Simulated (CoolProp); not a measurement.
A single-stage vapour-compression cycle with n-perfluoropentane: evaporating at 300.15 K (dew point), condensing at 336.15 K (bubble point), superheat 8 K, subcooling 0 K, compressor efficiency 0.75, no pressure losses. Each further row changes one setting.

Model: reference Helmholtz-energy equation of state, Gao 2022, in CoolProp.

| case | cooling COP | pressure ratio | discharge temperature (K) | refrigerating effect (kJ/kg) | volumetric capacity (kJ/m³) |
|---|---|---|---|---|---|
| as stated | ___ | 3.24 | 336.1 | 58.7 | 645 |
| evaporating temperature 305.15 K | 5.73 | 2.69 | 336.1 | ___ | ___ |
| condensing temperature 331.15 K | 5.69 | ___ | 331.1 | 64.3 | 707 |
| subcooling 5 K | 5.05 | 3.24 | 336.1 | 64.3 | 707 |
| superheat 18 K | 4.95 | 3.24 | 337.4 | 67.1 | ___ |
| compressor efficiency 0.65 | 3.99 | 3.24 | 336.1 | 58.7 | 645 |

**Question.** What belongs in the gaps?

**Answer.** 
- as stated, cooling COP: 4.61
- evaporating temperature 305.15 K, refrigerating effect (kJ/kg): 62.6
- evaporating temperature 305.15 K, volumetric capacity (kJ/m³): 819
- condensing temperature 331.15 K, pressure ratio: 2.80
- superheat 18 K, volumetric capacity (kJ/m³): 710

The compression ends wet for: as stated; evaporating temperature 305.15 K; condensing temperature 331.15 K; subcooling 5 K; compressor efficiency 0.65.
